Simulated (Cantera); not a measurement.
Feed: 1 mol SiO2, a varied amount of HF, 3.2 mol O2, equilibrated at 775 K and 0.0100 bar.

Equilibrium computed with Cantera from the NASA thermochemical tables; the gas is ideal and each condensed phase is pure. Candidate condensed phases: H2O, Si, SiO2; 38 gas species. Kinetics and transport are ignored.

Problem. What share of the Si ends up in condensed phases as a function of n(HF) (mol), at 1.1, 1.6, 2, 2.4, 2.9, 3.3, 3.8, 4.2, 4.6, 5.1, 5.5, 6, 6.4?

Solution. 
```tsv
n(HF) (mol)	Si condensed (%)	as
1.1	83.6	SiO2(α-quartz)
1.6	75.4	SiO2(α-quartz)
2	68.7	SiO2(α-quartz)
2.4	62.0	SiO2(α-quartz)
2.9	53.6	SiO2(α-quartz)
3.3	46.8	SiO2(α-quartz)
3.8	38.3	SiO2(α-quartz)
4.2	31.5	SiO2(α-quartz)
4.6	24.6	SiO2(α-quartz)
5.1	16.1	SiO2(α-quartz)
5.5	9.2	SiO2(α-quartz)
6	0.7	SiO2(α-quartz)
6.4	0.0	-
```
